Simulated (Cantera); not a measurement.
# Adiabatic ignition

An adiabatic, constant-volume homogeneous reactor starts with CH4 : O2 : N2 = 1.4 : 2.47 : 9.28 (molar parts), equivalence ratio 1.1, at 1498 K and 100000 Pa.

Model: GRI-Mech 3.0 (53 species, 325 reactions), integrated in Cantera.

```json
[
 {"t (s)": "4.00e-6", "T (K)": "1498", "P (bar)": "1.000", "x CH4": "0.106", "x O2": "0.188", "x CH2O": "6.82e-9", "x NO": "<1e-12", "x CH2": "<1e-12", "x CH2CO": "<1e-12", "x H2O": "7.25e-8"},
 {"t (s)": "1.05e-5", "T (K)": "1498", "P (bar)": "1.000", "x CH4": "0.106", "x O2": "0.188", "x CH2O": "5.24e-8", "x NO": "<1e-12", "x CH2": "<1e-12", "x CH2CO": "<1e-12", "x H2O": "2.78e-7"},
 {"t (s)": "2.77e-5", "T (K)": "1498", "P (bar)": "1.000", "x CH4": "0.106", "x O2": "0.188", "x CH2O": "4.17e-7", "x NO": "<1e-12", "x CH2": "1.30e-12", "x CH2CO": "<1e-12", "x H2O": "1.31e-6"},
 {"t (s)": "7.28e-5", "T (K)": "1498", "P (bar)": "1.000", "x CH4": "0.106", "x O2": "0.188", "x CH2O": "3.84e-6", "x NO": "<1e-12", "x CH2": "1.35e-11", "x CH2CO": "1.00e-12", "x H2O": "8.37e-6"},
 {"t (s)": "0.000192", "T (K)": "1498", "P (bar)": "1.00", "x CH4": "0.106", "x O2": "0.188", "x CH2O": "4.18e-5", "x NO": "<1e-12", "x CH2": "2.02e-10", "x CH2CO": "3.93e-10", "x H2O": "6.91e-5"},
 {"t (s)": "0.000504", "T (K)": "1502", "P (bar)": "1.00", "x CH4": "0.105", "x O2": "0.187", "x CH2O": "0.000410", "x NO": "<1e-12", "x CH2": "2.48e-9", "x CH2CO": "1.56e-7", "x H2O": "0.000695"},
 {"t (s)": "0.00133", "T (K)": "2938", "P (bar)": "2.10", "x CH4": "<1e-12", "x O2": "0.0146", "x CH2O": "1.57e-9", "x NO": "0.00307", "x CH2": "<1e-12", "x CH2CO": "<1e-12", "x H2O": "0.148"},
 {"t (s)": "0.00349", "T (K)": "2927", "P (bar)": "2.09", "x CH4": "<1e-12", "x O2": "0.0127", "x CH2O": "1.63e-9", "x NO": "0.00978", "x CH2": "<1e-12", "x CH2CO": "<1e-12", "x H2O": "0.148"},
 {"t (s)": "0.00918", "T (K)": "2927", "P (bar)": "2.09", "x CH4": "<1e-12", "x O2": "0.0127", "x CH2O": "1.63e-9", "x NO": "0.00978", "x CH2": "<1e-12", "x CH2CO": "<1e-12", "x H2O": "0.148"},
 {"t (s)": "0.0241", "T (K)": "2927", "P (bar)": "2.09", "x CH4": "<1e-12", "x O2": "0.0127", "x CH2O": "1.63e-9", "x NO": "0.00978", "x CH2": "<1e-12", "x CH2CO": "<1e-12", "x H2O": "0.148"},
 {"t (s)": "0.0635", "T (K)": "2927", "P (bar)": "2.09", "x CH4": "<1e-12", "x O2": "0.0127", "x CH2O": "1.63e-9", "x NO": "0.00978", "x CH2": "<1e-12", "x CH2CO": "<1e-12", "x H2O": "0.148"},
 {"t (s)": "0.167", "T (K)": "2927", "P (bar)": "2.09", "x CH4": "<1e-12", "x O2": "0.0127", "x CH2O": "1.63e-9", "x NO": "0.00978", "x CH2": "<1e-12", "x CH2CO": "<1e-12", "x H2O": "0.148"},
 {"t (s)": "0.439", "T (K)": "2927", "P (bar)": "2.09", "x CH4": "<1e-12", "x O2": "0.0127", "x CH2O": "1.63e-9", "x NO": "0.00978", "x CH2": "<1e-12", "x CH2CO": "<1e-12", "x H2O": "0.148"},
 {"t (s)": "1.16", "T (K)": "2927", "P (bar)": "2.09", "x CH4": "<1e-12", "x O2": "0.0127", "x CH2O": "1.63e-9", "x NO": "0.00978", "x CH2": "<1e-12", "x CH2CO": "<1e-12", "x H2O": "0.148"},
 {"t (s)": "3.04", "T (K)": "2927", "P (bar)": "2.09", "x CH4": "<1e-12", "x O2": "0.0127", "x CH2O": "1.63e-9", "x NO": "0.00978", "x CH2": "<1e-12", "x CH2CO": "<1e-12", "x H2O": "0.148"},
 {"t (s)": "8.00", "T (K)": "2927", "P (bar)": "2.09", "x CH4": "<1e-12", "x O2": "0.0127", "x CH2O": "1.63e-9", "x NO": "0.00978", "x CH2": "<1e-12", "x CH2CO": "<1e-12", "x H2O": "0.148"}
]
```
x: mole fraction; the columns are a selection and need not sum to one.

- time of steepest temperature rise = 1.19 ms
- temperature at 8.00 s = 2927 K
- equilibrium temperature = 2927 K
- x(CH4) at 8.00 s = <1e-12 (gas-phase equilibrium <1e-12)
- x(O2) at 8.00 s = 0.0127 (gas-phase equilibrium 0.0127)
- x(CH2O) at 8.00 s = 1.63e-9 (gas-phase equilibrium 1.63e-9)
